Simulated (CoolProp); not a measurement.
Vapour-liquid equilibrium of carbon dioxide (1) + R143a (2) at 1.67 MPa; x and y are mole fractions of (1).

Model: multi-fluid Helmholtz-energy mixture model, Span 1996 and Lemmon and Jacobsen 2000; pair parameters Bell 2016, in CoolProp.

```tsv
x	bubble temperature (K)	y at the bubble point	dew temperature at overall composition x (K)	liquid density (mol/L)
0.05	304.4	0.123	307.3	10.96
0.125	296.7	0.301	304.3	11.73
0.2	289.1	0.459	301.1	12.54
0.275	282.0	0.586	297.9	13.37
0.35	275.8	0.683	294.4	14.20
0.425	270.4	0.756	290.8	15.06
0.5	265.9	0.811	286.9	15.94
0.575	262.1	0.853	282.7	16.86
0.65	258.9	0.887	278.0	17.84
0.725	256.1	0.915	272.8	18.90
0.8	253.6	0.939	266.8	20.07
0.875	251.4	0.962	260.0	21.38
0.95	249.3	0.985	252.6	22.86
```

No azeotrope shows between x = 0.05 and 0.95.

The pair parameters rest on a limited set of measurements; away from them the model extrapolates. The gap from Raoult's law changes sign with composition, which may be real or a fault of the pair parameters; it wasn't checked against measurements.
